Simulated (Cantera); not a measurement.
Mixture: H2 : O2 : N2 : H2O = 1 : 0.746 : 2.46 : 0.18 (molar parts), equivalence ratio 0.67, at 1.48 atm, adiabatic and at constant pressure. Ignition delay is the time to a rise of 400 K.

Detailed kinetics in Cantera: the H2/O2 subset of GRI-Mech 3.0, which has no nitrogen chemistry.

Question: Predict: delay at 950 K; delay at 1050 K; delay at 1150 K; delay at 1250 K; delay at 1350 K; delay at 1450 K.

Answer: 
```
Item                Value
---------------  --------
delay at 950 K    69.2 ms
delay at 1050 K  0.252 ms
delay at 1150 K   48.8 µs
delay at 1250 K   25.3 µs
delay at 1350 K   16.5 µs
delay at 1450 K   12.4 µs
```
